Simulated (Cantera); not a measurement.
Silicon etching in halogen gases: Si + Cl2 + H2

Input: 1 mol Si, 5.3 mol Cl2, 3.9 mol H2, equilibrated at 698.15 K and 0.0100 bar.

Cantera equilibrium calculation (NASA polynomials, part measured and part estimated; ideal gas, pure solids and liquids). Candidate condensed phases: Si; 19 gas species. Rates play no part.

```yaml
x(HCl): 0.805
x(SiCl4): 0.122
x(H2): 0.0732
x(SiHCl3): 2.20e-6
gas_amount: 8.200 mol
log10 activity of Si(s) (absent): -13.90
```
